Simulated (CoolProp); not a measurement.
Saturated liquid density (kg/m³) of fluorine: the reference equation beside estimates from Tc = 144.4 K, pc = 52.40 bar, ω = 0.045. Rackett uses Z = 0.29056 − 0.08775 ω.

Computed with CoolProp (reference Helmholtz-energy equation of state, de Reuck 1990).

```
T (K)   reference     Rackett  van der Waals  Redlich-Kwong  Soave-Redlich-Kwong
-----  ----------  ----------  -------------  -------------  -------------------
69     (withheld)  (withheld)           1100     (withheld)                 1618
76           1563        1587           1071           1587                 1572
82.9         1517        1540           1040           1535                 1523
89.9         1467        1490           1006           1477                 1468
96.8         1415        1437          970.2     (withheld)                 1408
103.7        1360        1381          931.2           1345                 1342
110.7        1299        1320          887.6           1267                 1267
117.6        1232        1252          839.5     (withheld)                 1182
124.6        1155        1175          783.3     (withheld)                 1083
131.5        1063        1083          716.7          960.0                964.9
```

Task: Complete the blanks.

Result: 
- 69, reference: 1609
- 69, Rackett: 1633
- 69, Redlich-Kwong: 1636
- 96.8, Redlich-Kwong: 1414
- 117.6, Redlich-Kwong: 1180
- 124.6, Redlich-Kwong: 1079

Absolute difference from the reference over all 10 rows, mean and median: Rackett 1.6 and 1.6 %, van der Waals 31.7 and 31.6 %, Redlich-Kwong 2.9 and 1.6 %, Soave-Redlich-Kwong 2.5 and 0.9 %.
